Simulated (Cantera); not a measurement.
A perfectly stirred reactor is fed with NH3 : N2 = 1 : 0.3 (molar parts), at 0.620 bar; it is held at 2400 K, and followed from long to short residence time.

Model: the gas-phase N/H chemistry of the illustrative SiF4/NH3 mechanism in the Surface Chemkin manual (1991), integrated in Cantera. Walls and surfaces, which speed up NH3 decomposition in real reactors, are not modelled.

Problem. What does this change do: temperature 2400 to 1973 K?

Solution. 
```tsv
quantity	before	after
x(NH3) at τ = 4.40 s	0.000188	0.0144
x(H2) at τ = 4.40 s	0.639	0.639
x(N) at τ = 4.40 s	6.82e-6	4.79e-7
x(N2H4) at τ = 4.40 s	4.52e-12	1.26e-9
x(NH2) at τ = 4.40 s	1.52e-5	5.94e-5
x(NH3) at τ = 0.130 s	0.00329	0.242
x(H2) at τ = 0.130 s	0.642	0.446
x(N) at τ = 0.130 s	1.91e-5	5.67e-7
x(N2H4) at τ = 0.130 s	4.11e-10	6.61e-8
x(NH2) at τ = 0.130 s	0.000145	0.000430
```

Problem. What does this change do: temperature 2400 to 1600 K?

Solution. 
| quantity | before | after |
|---|---|---|
| x(NH3) at τ = 4.40 s | 0.000188 | 0.513 |
| x(H2) at τ = 4.40 s | 0.639 | 0.218 |
| x(N) at τ = 4.40 s | 6.82e-6 | 7.05e-9 |
| x(N2H4) at τ = 4.40 s | 4.52e-12 | 8.33e-8 |
| x(NH2) at τ = 4.40 s | 1.52e-5 | 6.92e-5 |
| x(NH3) at τ = 0.130 s | 0.00329 | 0.756 |
| x(H2) at τ = 0.130 s | 0.642 | 0.0110 |
| x(N) at τ = 0.130 s | 1.91e-5 | 1.59e-9 |
| x(N2H4) at τ = 0.130 s | 4.11e-10 | 1.59e-7 |
| x(NH2) at τ = 0.130 s | 0.000145 | 9.55e-5 |
